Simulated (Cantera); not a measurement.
What does this Cantera script print?

```python
import numpy as np
import cantera as ct

gas_names = """
    N NO NO2 NO3 N2 N2O O O2 O3 Si SiN SiO SiO2 Si2 Si2N Si3
""".split()
cond_names = """
    Si(cr) Si(L) SiO2(Lqz) SiO2(hqz) SiO2(L) Si2N2O(s) Si3N4(a)
""".split()


# ... load() reads the species with a 1 bar reference pressure and builds the phases ...
atoms = {
    'Si': {'Si': 1},
    'O2': {'O': 2},
    'N2': {'N': 2},
}
top_T = {'Si2N2O(s)': 2100, 'Si3N4(a)': 2400}  # K; cautious upper limits of use, not melting points


# ... equilibrate(T, P, feed) seeds the gas with the atoms and calls Mixture.equilibrate('TP', solver="vcs", rtol=1e-11, max_steps=5000) ...
results = []
feed = {'Si': 1, 'O2': 0.011, 'N2': 3}  # mol
P = 17  # Pa
for T in [1000, 1075, 1150, 1225, 1300, 1375, 1450, 1525, 1600, 1675, 1750, 1825, 1900, 1975]:
    mix = equilibrate(T, P, feed)
    results.append((T, P, feed, dict(zip(mix.species_names, mix.species_moles))))

top = {s: max(r[3][s] / sum(r[3][g] for g in gas_names) for r in results) for s in gas_names}
cols = sorted((s for s in top if top[s] > 1e-05), key=lambda s: -top[s])[:7]
seen = [c for c in cond_names if any(r[3].get(c, 0) > 1e-12 for r in results)]
print("log10 of partial pressures in bar; condensed amounts in mol")
print(f"{'T/K':>10s}" + "".join(f"{s[:9]:>10s}" for s in cols + seen))
for T, P, feed, n in results:
    ng = sum(n[g] for g in gas_names)
    print(f"{T:10.4g}" + "".join(f"{np.log10(max(n[s] / ng * P / 1e5, 1e-99)):10.3f}" for s in cols)
          + "".join(f"{n.get(c, 0):10.4g}" for c in seen))
```

Output:

```
log10 of partial pressures in bar; condensed amounts in mol
       T/K        N2        Si       SiO       Si2      Si2N       SiN       Si3    Si(cr)     Si(L) Si2N2O(s)  Si3N4(a)
      1000    -3.770   -20.429   -16.395   -30.352   -25.732   -20.819   -36.483         0         0     0.022    0.3187
      1075    -3.770   -17.893   -14.259   -26.414   -22.490   -18.572   -31.484         0         0     0.022    0.3187
      1150    -3.770   -15.689   -12.406   -22.995   -19.677   -16.620   -27.146         0         0     0.022    0.3187
      1225    -3.770   -13.758   -10.783   -19.999   -17.212   -14.911   -23.347         0         0     0.022    0.3187
      1300    -3.770   -12.053    -9.352   -17.353   -15.036   -13.401   -19.994         0         0   0.02199    0.3187
      1375    -3.770   -10.535    -8.079   -15.000   -13.102   -12.059   -17.013         0         0   0.02189    0.3187
      1450    -3.770    -9.176    -6.941   -12.895   -11.372   -10.857   -14.347         0         0   0.02042    0.3192
      1525    -3.773    -7.952    -5.917   -10.996    -9.813    -9.775   -11.944         0         0  0.005172    0.3242
      1600    -3.773    -7.011    -5.908    -9.614    -8.738    -8.962   -10.274    0.9762         0         0         0
      1675    -3.774    -6.363    -5.909    -8.772    -8.175    -8.431    -9.378    0.9699         0         0         0
      1750    -3.777    -5.824    -5.911    -8.110    -7.769    -8.000    -8.721         0    0.9499         0         0
      1825    -3.785    -5.342    -5.919    -7.529    -7.426    -7.620    -8.158         0    0.8916         0         0
      1900    -3.807    -4.899    -5.941    -6.994    -7.118    -7.278    -7.641         0    0.7264         0         0
      1975    -3.866    -4.490    -6.001    -6.501    -6.853    -6.982    -7.165         0     0.239         0         0
```

These are equilibrium values from Cantera (NASA tables, ideal gas, pure condensed phases), not measurements of a reactor. N2 is the only nitrogen source here; it is nearly inert below about 1500 K, so the nitride shown seldom forms there in practice. Mutual solubility and eutectic melting of coexisting phases are not modelled. The tables' values for SiN are old estimates; treat these amounts as uncertain.
